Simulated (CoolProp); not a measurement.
Vapour-liquid equilibrium of dimethyl ether (1) + chloromethane (R40) (2) at 307.2 K; x and y are mole fractions of (1).

Computed with CoolProp (multi-fluid Helmholtz-energy mixture model, Wu 2011 and Thol 2014; pair parameters Bell 2016).

Give the bubble pressure and the first vapour's composition at x = 0.275, 0.5, 0.875. Is there an azeotrope?

x = 0.275: 7.206 bar, y = 0.263; x = 0.5: 7.158 bar, y = 0.504; x = 0.875: 7.423 bar, y = 0.890. y crosses x between x = 0.425 and 0.5: the model has an azeotrope there.

The pair parameters rest on a limited set of measurements; away from them the model extrapolates.
